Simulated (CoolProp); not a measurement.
Vapour-liquid equilibrium of propane (1) + n-perfluorobutane (2) at 330.3 K; x and y are mole fractions of (1).

Values from CoolProp's multi-fluid Helmholtz-energy mixture model, Lemmon 2009 and Gao 2022; pair parameters Bell 2016.

```tsv
x	bubble pressure, mixture model (bar)	bubble pressure, Raoult's law (bar)	y, mixture model	y, Raoult's law
0.05	8.227	7.358	0.186	0.136
0.15	10.95	8.684	0.400	0.345
0.25	13.19	10.01	0.518	0.498
0.35	14.98	11.34	0.596	0.616
0.45	16.41	12.66	0.654	0.709
0.55	17.57	13.99	0.704	0.785
0.65	18.54	15.31	0.754	0.847
0.75	19.31	16.64	0.807	0.899
0.85	19.85	17.96	0.870	0.944
0.95	20.04	19.29	0.949	0.983
```

The largest gap from Raoult's law is +32.1 % in bubble pressure, at x = 0.35. y crosses x between x = 0.85 and 0.95: the model has an azeotrope there.

The pair parameters rest on a limited set of measurements; away from them the model extrapolates.
